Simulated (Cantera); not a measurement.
A closed system holds: 1 mol PbO, 0.62 mol CO, 0.28 mol H₂, at 1300 K and 36.0 Pa.

Equilibrium computed with Cantera from the NASA thermochemical tables; the gas is ideal and each condensed phase is pure. Candidate condensed phases: C, C₆H₆, C₇H₈, C₈H₁₈, H₂O, Pb, PbO, PbO₂, Pb₃O₄; 113 gas species. The numbers say what is thermodynamically allowed, not how fast it happens.

Base state: Pb 0.473, CO₂ 0.326, H₂O 0.147, PbO 0.0531, CO 0.000427, H₂ 0.000109, O₂ 3.79e-5, OH 1.07e-5 (mole fractions); condensed: gas only.

Question: What changes in the equilibrium state with this change: H₂ from 0.28 to 1.2 mol?

Answer: 
| species | before | after |
|---|---|---|
| Pb | 0.473 | 0.355 |
| H₂O | 0.147 | 0.254 |
| H₂ | 0.000109 | 0.171 |
| CO₂ | 0.326 | 0.100 |
| CO | 0.000427 | 0.119 |
| PbO | 0.0531 | 4.38e-5 |
| O₂ | 3.79e-5 | <1e-9 |
| H | 6.10e-7 | 2.41e-5 |
| OH | 1.07e-5 | 4.67e-7 |
